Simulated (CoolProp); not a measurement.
The fluid at 298.15 K and 10.4 MPa flows at 3 m/s in a round tube of 6 mm bore and 0.25 µm roughness, fully developed (64/Re and Nu = 3.66 if laminar; Colebrook and Gnielinski if turbulent). The same conditions are run with several fluids, on thermodynamics alone (safety and materials aside).

Model: reference Helmholtz-energy equation of state of each fluid (CF4 (R14): Platzer 1990; nitrogen: Span 2000; methane: Setzmann 1991; oxygen: Schmidt 1985; dry air: Lemmon 2000), in CoolProp. The equations of Platzer and Polt are older, rougher fits. Blends and air are pseudo-pure fits.

Rank CF4 (R14), nitrogen, methane, oxygen, dry air by Reynolds number, highest first.

CF4 (R14) (297000), oxygen (110000), dry air (107000), nitrogen (105000), methane (102000)

| fluid | Darcy friction factor | pressure drop (Pa/m) | heat-transfer coefficient (W/(m² K)) | mass flow (kg/h) |
|---|---|---|---|---|
| CF4 (R14) | 0.0149 | 5950 | 3010 | 162 |
| nitrogen | 0.0180 | 1580 | 1040 | 35.7 |
| methane | 0.0181 | 1080 | 1670 | 24.2 |
| oxygen | 0.0179 | 1890 | 1120 | 43.1 |
| dry air | 0.0180 | 1650 | 1060 | 37.4 |

Transport values come from each fluid's own correlations; those of CF4 (R14) are estimates that may be off by 10 % or more.
